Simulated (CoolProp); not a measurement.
Aqueous sodium chloride as a coolant, 9 % by mass, freezing at -5.8 °C, 1 atm.

Computed with CoolProp (Melinder's fits for secondary coolants).

```
T (°C)  density (kg/m³)  conductivity (W/(m K))  cp (kJ/(kg K))  viscosity (mPa s)
------  ---------------  ----------------------  --------------  -----------------
-1.7               1069              (withheld)           3.725               2.14
3.6                1068                   0.562           3.734               1.82
8.9                1067                   0.571           3.743               1.56
14.2         (withheld)              (withheld)           3.752         (withheld)
19.6               1063                   0.589      (withheld)               1.18
24.9               1061                   0.598           3.767               1.05
30.2         (withheld)                   0.606           3.774              0.937
```

Complete the blanks.


- -1.7, conductivity (W/(m K)): 0.553
- 14.2, density (kg/m³): 1065
- 14.2, conductivity (W/(m K)): 0.580
- 14.2, viscosity (mPa s): 1.35
- 19.6, cp (kJ/(kg K)): 3.760
- 30.2, density (kg/m³): 1059
